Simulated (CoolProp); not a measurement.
Properties of C2F6 (R116) at several states (Tc = 19.9 °C, pc = 3.048 MPa, ω = 0.257).

Values from CoolProp's reference Helmholtz-energy equation of state, Lemmon 2006. It is a short technical equation, of lower accuracy than the large ones.

| T (°C) | p (MPa) | phase | density (kg/m³) | Joule-Thomson coefficient (K/MPa) | viscosity (µPa s) | conductivity (mW/(m K)) |
|---|---|---|---|---|---|---|
| -33.65 | 0.19 | gas | 13.75 | 16.11 | 11.3 | 10.5 |
| -84.65 | 0.022 | gas | 1.958 | 32.72 | 8.88 | 7.02 |
| -82.55 | 0.0182 | gas | 1.598 | 31.47 | 8.99 | 7.15 |
| -64.85 | 0.201 | liquid | 1545 | -0.2373 | 334 | 70.8 |
| 18.85 | 0.426 | gas | 25.46 | 9.193 | 13.8 | 14.4 |
| 77.65 | 3.99 | supercritical | 253.2 | 6.361 | 21.6 | 22.4 |

Viscosity comes from a separate model (Huber 2003), an estimate that may be off by 10 % or more. Thermal conductivity comes from a separate model (Huber 2003), an estimate that may be off by 10 % or more.
